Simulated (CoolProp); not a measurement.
Vapour-liquid equilibrium of dimethyl ether (1) + n-pentane (2) at 0.776 MPa; x and y are mole fractions of (1).

The numbers come from the multi-fluid Helmholtz-energy mixture model, Wu 2011 and Thol 2019; pair parameters Bell 2016 in CoolProp.

| x | bubble temperature, mixture model (K) | bubble temperature, Raoult's law (K) | y, mixture model | y, Raoult's law |
|---|---|---|---|---|
| 0.05 | 379.9 | 376.1 | 0.137 | 0.224 |
| 0.125 | 370.1 | 364.6 | 0.343 | 0.451 |
| 0.2 | 359.5 | 355.3 | 0.524 | 0.600 |
| 0.275 | 349.3 | 347.5 | 0.663 | 0.703 |
| 0.35 | 340.3 | 340.9 | 0.760 | 0.777 |
| 0.425 | 333.0 | 335.2 | 0.825 | 0.831 |
| 0.5 | 327.3 | 330.3 | 0.868 | 0.873 |
| 0.575 | 322.8 | 325.9 | 0.898 | 0.905 |
| 0.65 | 319.3 | 322.0 | 0.920 | 0.931 |
| 0.725 | 316.4 | 318.4 | 0.938 | 0.951 |
| 0.8 | 314.0 | 315.2 | 0.953 | 0.968 |
| 0.875 | 311.7 | 312.3 | 0.969 | 0.982 |
| 0.95 | 309.5 | 309.6 | 0.986 | 0.993 |

The largest gap from Raoult's law is +5.5 K in bubble temperature, at x = 0.125. No azeotrope shows between x = 0.05 and 0.95.

Pair parameters are fitted to limited data, so mixtures are less certain than the pure fluids. The gap from Raoult's law changes sign with composition, which may be real or a fault of the pair parameters; it wasn't checked against measurements.
